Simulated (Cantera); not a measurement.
Chlorosilane synthesis and conversion: Si + H2 + Cl2

Input: 1 mol Si, 4 mol H2, 1.2 mol Cl2, held at 1048 K and 140000 Pa.

Equilibrium computed with Cantera from the NASA thermochemical tables; the gas is ideal and each condensed phase is pure. Candidate condensed phases: Si; 19 gas species. The tables' values for SiCl3 are old estimates; treat these amounts as uncertain. The numbers say what is thermodynamically allowed, not how fast it happens.

```yaml
x(H2): 0.842
x(SiCl4): 0.0865
x(SiHCl3): 0.0514
x(HCl): 0.0145
x(SiH2Cl2): 0.00347
x(SiCl3): 0.00148
x(SiCl2): 0.000466
x(SiH3Cl): 6.10e-5
n(Si(s)): 0.347 mol
gas_amount: 4.553 mol
```
